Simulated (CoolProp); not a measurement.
Vapour-liquid equilibrium of R152A (1) + isobutene (2) at 2.65 bar; x and y are mole fractions of (1).

Computed with CoolProp (multi-fluid Helmholtz-energy mixture model, Outcalt 1996 and Lemmon 2005; pair parameters Bell 2016).

```
x     bubble temperature (K)  y at the bubble point  dew temperature at overall composition x (K)  liquid density (mol/L)
----  ----------------------  ---------------------  --------------------------------------------  ----------------------
0.05                   288.7                  0.175                                         292.2                   10.79
0.2                    280.2                  0.448                                         288.0                   11.31
0.35                   276.3                  0.574                                         283.4                   11.79
0.5                    274.3                  0.655                                         278.6                   12.31
0.65                   273.0                  0.726                                         274.4                   12.88
0.8                    272.5                  0.811                                         272.5                   13.53
0.95                   272.8                  0.938                                         272.9                   14.26
```

y crosses x between x = 0.8 and 0.95: the model has an azeotrope there.

The pair parameters rest on a limited set of measurements; away from them the model extrapolates.
